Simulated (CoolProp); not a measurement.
Computed with CoolProp (reference Helmholtz-energy equation of state, Tillner-Roth 1997).

Problem. For CH2F2 (R32), give the phase and the cv (kJ/(kg K)), conductivity (mW/(m K)), Prandtl number, fugacity coefficient at -41.85 °C and 22.7 MPa.

Solution. 
- -41.85 °C and 22.7 MPa: liquid; cv 0.943, conductivity 196, Prandtl number 2.48, fugacity coefficient 0.0113

Viscosity comes from a separate model (Bell 2016), an estimate that may be off by 10 % or more. Thermal conductivity comes from a separate model (Huber 2003), an estimate that may be off by 10 % or more.
